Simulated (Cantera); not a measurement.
An adiabatic, constant-volume homogeneous reactor starts with C3H8 : O2 : N2 = 1 : 2 : 7.52 (molar parts), at 1625 K and 22.0 bar. Integrator tolerance rtol = 1e-08.

Cantera simulation using GRI-Mech 3.0 (53 species, 325 reactions); the numbers are that mechanism's predictions, not measurements. GRI-Mech 3.0 was tuned for natural gas; its chemistry of propane as a main component is partial and can be far from experiment. The pressure lies above the range GRI-Mech 3.0 was tuned for (to about 10 atm).

What does this change do: N2 7.52 to 5.1 parts?


```csv
quantity,before,after
time of steepest temperature rise,3.62 µs,2.83 µs
temperature at 1.00 s,2829 K,3018 K
equilibrium temperature,2829 K,3018 K
x(C3H8) at 1.00 s,<1e-12 (gas-phase equilibrium <1e-12),<1e-12 (gas-phase equilibrium <1e-12)
x(O2) at 1.00 s,9.17e-7 (gas-phase equilibrium 9.17e-7),3.06e-6 (gas-phase equilibrium 3.06e-6)
x(NO) at 1.00 s,6.50e-5 (gas-phase equilibrium 6.50e-5),0.000136 (gas-phase equilibrium 0.000136)
x(HCN) at 1.00 s,2.51e-5 (gas-phase equilibrium 2.51e-5),3.40e-5 (gas-phase equilibrium 3.40e-5)
x(CO) at 1.00 s,0.198 (gas-phase equilibrium 0.198),0.237 (gas-phase equilibrium 0.237)
```
Above 3000 K some thermodynamic fits are extrapolated.

What does this change do: initial temperature 1625 to 1550 K?


| quantity | before | after |
|---|---|---|
| time of steepest temperature rise | 3.62 µs | 7.03 µs |
| temperature at 1.00 s | 2829 K | 2761 K |
| equilibrium temperature | 2829 K | 2761 K |
| x(C3H8) at 1.00 s | <1e-12 (gas-phase equilibrium <1e-12) | <1e-12 (gas-phase equilibrium <1e-12) |
| x(O2) at 1.00 s | 9.17e-7 (gas-phase equilibrium 9.17e-7) | 5.25e-7 (gas-phase equilibrium 5.25e-7) |
| x(NO) at 1.00 s | 6.50e-5 (gas-phase equilibrium 6.50e-5) | 4.47e-5 (gas-phase equilibrium 4.47e-5) |
| x(HCN) at 1.00 s | 2.51e-5 (gas-phase equilibrium 2.51e-5) | 2.59e-5 (gas-phase equilibrium 2.59e-5) |
| x(CO) at 1.00 s | 0.198 (gas-phase equilibrium 0.198) | 0.198 (gas-phase equilibrium 0.198) |
